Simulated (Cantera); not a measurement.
A Cantera script and its output.

```python
import numpy as np
import cantera as ct

gas = ct.Solution("h2o2.yaml")
gas.TPX = 550, 12000, {'H2': 1, 'O2': 0.192, 'N2': 0.723, 'H2O': 0.051}
flame = ct.FreeFlame(gas, width=0.18)
flame.set_refine_criteria(ratio=3, slope=0.08, curve=0.16)
flame.transport_model = "mixture-averaged"
flame.solve(loglevel=0, auto=True)
z, T = flame.grid, flame.T
thick = (T[-1] - T[0]) / np.gradient(T, z).max()
show = ['H2', 'O2', 'H2O', 'H', 'H2O2', 'O']
print(f"laminar burning velocity  {flame.velocity[0] * 100:.3f} cm/s")
print(f"burnt temperature         {T[-1]:.1f} K")
print(f"thermal thickness         {thick * 1e3:.4f} mm")
print(f"grid points               {len(z)}")
z0 = z[flame.heat_release_rate.argmax()]
print(f"{'z/mm':>9s}{'T/K':>9s}{'u/(m/s)':>9s}" + "".join(f"{s:>11s}" for s in show))
rows = []
for k in (-3, -2, -1.5, -1, -0.5, -0.25, 0, 0.25, 0.5, 1, 2, 4, 8):
    zz = z0 + k * thick
    rows.append([k * thick, np.interp(zz, z, T), np.interp(zz, z, flame.velocity),
                 *(np.interp(zz, z, flame.X[gas.species_index(s)]) for s in show)])
    print(f"{rows[-1][0] * 1e3:9.3f}{rows[-1][1]:9.1f}{rows[-1][2]:9.3f}" + "".join(f"{x:11.3e}" for x in rows[-1][3:]))
```

It prints:

```
laminar burning velocity  534.329 cm/s
burnt temperature         2020.8 K
thermal thickness         7.0367 mm
grid points               149
     z/mm      T/K  u/(m/s)         H2         O2        H2O          H       H2O2          O
  -21.110    550.0    5.343  5.086e-01  9.766e-02  2.594e-02  3.528e-15  1.067e-17  2.203e-17
  -14.073    550.0    5.343  5.086e-01  9.766e-02  2.594e-02  5.094e-12  8.086e-16  2.455e-14
  -10.555    550.0    5.343  5.086e-01  9.766e-02  2.594e-02  7.045e-10  1.060e-13  2.566e-12
   -7.037    550.0    5.343  5.086e-01  9.766e-02  2.594e-02  3.609e-07  3.064e-10  1.518e-09
   -3.518    566.4    5.490  5.063e-01  9.738e-02  2.704e-02  5.563e-04  7.790e-07  1.129e-05
   -1.759    713.8    6.821  4.808e-01  9.283e-02  4.053e-02  1.137e-02  4.528e-07  1.796e-04
    0.000   1053.8    9.834  3.633e-01  5.252e-02  1.269e-01  7.171e-02  1.083e-07  2.460e-03
    1.759   1262.2   11.734  2.797e-01  5.353e-03  2.189e-01  1.094e-01  4.791e-08  1.172e-03
    3.518   1338.8   12.393  2.765e-01  4.884e-04  2.296e-01  1.056e-01  3.806e-08  5.353e-04
    7.037   1426.9   13.126  2.842e-01  1.912e-04  2.314e-01  9.368e-02  4.115e-08  4.953e-04
   14.073   1527.4   13.945  2.941e-01  1.642e-04  2.329e-01  7.909e-02  3.840e-08  4.496e-04
   28.147   1633.8   14.794  3.048e-01  1.251e-04  2.349e-01  6.322e-02  2.872e-08  3.572e-04
   56.294   1736.9   15.599  3.152e-01  8.140e-05  2.371e-01  4.754e-02  1.733e-08  2.418e-04
```

Cantera simulation using the H2/O2 subset of GRI-Mech 3.0, which has no nitrogen chemistry; the numbers are that mechanism's predictions, not measurements. Burning velocities carry a grid error of a few per cent, more on coarse grids.
